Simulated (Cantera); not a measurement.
## FeCl3 + H2O + N2 (halide evaporation, hydrolysis and transport)

Input: 1 mol FeCl3, 2.8 mol H2O, 31 mol N2, equilibrated at 0.00510 bar.

These are equilibrium values from Cantera (NASA tables, ideal gas, pure condensed phases), not measurements of a reactor. Candidate condensed phases: Fe, FeCl2, FeCl3, FeO, Fe(OH)2, Fe(OH)3, Fe2O3, Fe3O4, H2O, NH4Cl; 37 gas species. Mutual solubility and eutectic melting of coexisting phases are not modelled. Kinetics and transport are ignored.

At 925 °C the condensed part is Fe2O3(s). At 975 °C the condensed part is Fe2O3(s) + Fe3O4(s). From 1025 °C to 1375 °C the condensed part is Fe3O4(s). The main Fe-bearing gas is FeCl2 throughout. The share of Fe in condensed phases is highest at 925 °C (95.9 %) and lowest at 1375 °C (51.4 %).

| T (°C) | x N2 | x HCl | x H2O | x FeCl2 | x Cl | x O2 | n Fe2O3(s) | n Fe3O4(s) |
|---|---|---|---|---|---|---|---|---|
| 925 | 0.878 | 0.0823 | 0.0381 | 0.00114 | 0.000281 | 0.000202 | 0.480 | 0 |
| 975 | 0.877 | 0.0807 | 0.0389 | 0.00182 | 0.000509 | 0.000531 | 0.420 | 0.0315 |
| 1025 | 0.876 | 0.0789 | 0.0396 | 0.00232 | 0.00103 | 0.00244 | 0 | 0.306 |
| 1075 | 0.875 | 0.0763 | 0.0409 | 0.00349 | 0.00137 | 0.00254 | 0 | 0.292 |
| 1125 | 0.875 | 0.0730 | 0.0425 | 0.00492 | 0.00177 | 0.00267 | 0 | 0.275 |
| 1175 | 0.875 | 0.0693 | 0.0443 | 0.00655 | 0.00222 | 0.00282 | 0 | 0.256 |
| 1225 | 0.874 | 0.0653 | 0.0463 | 0.00830 | 0.00271 | 0.00297 | 0 | 0.235 |
| 1275 | 0.874 | 0.0611 | 0.0483 | 0.0101 | 0.00322 | 0.00312 | 0 | 0.214 |
| 1325 | 0.873 | 0.0569 | 0.0503 | 0.0119 | 0.00375 | 0.00326 | 0 | 0.192 |
| 1375 | 0.873 | 0.0528 | 0.0522 | 0.0137 | 0.00430 | 0.00340 | 0 | 0.171 |
x: gas mole fraction; n: condensed amount in mol.
